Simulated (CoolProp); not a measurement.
Vapour pressure (bar) of ethylene: the reference equation beside estimates from Tc = 282.4 K, pc = 50.42 bar, ω = 0.087.

Values from CoolProp's reference Helmholtz-energy equation of state, Smukala 2000.

| T (K) | reference | Lee-Kesler | van der Waals | Soave-Redlich-Kwong |
|---|---|---|---|---|
| 132 | 0.05461 | 0.05453 | 0.8761 | 0.05388 |
| 139.8 | 0.1164 | 0.1154 | 1.311 | 0.1146 |
| 147.6 | 0.2266 | 0.2240 | 1.882 | 0.2232 |
| 155.3 | 0.4062 | 0.4017 | 2.601 | 0.4007 |
| 163.1 | 0.6889 | 0.6823 | 3.506 | 0.6809 |
| 170.9 | 1.107 | 1.099 | 4.606 | 1.097 |
| 178.7 | 1.700 | 1.692 | 5.920 | 1.688 |
| 186.4 | 2.497 | 2.490 | 7.445 | 2.486 |
| 194.2 | 3.564 | 3.561 | 9.234 | 3.559 |
| 202 | 4.940 | 4.942 | 11.28 | 4.945 |
| 209.8 | 6.673 | 6.681 | 13.61 | 6.699 |

Absolute difference from the reference over all 11 rows, mean and median: Lee-Kesler 0.5 and 0.5 %, van der Waals 487.7 and 316.1 %, Soave-Redlich-Kwong 0.9 and 0.9 %.
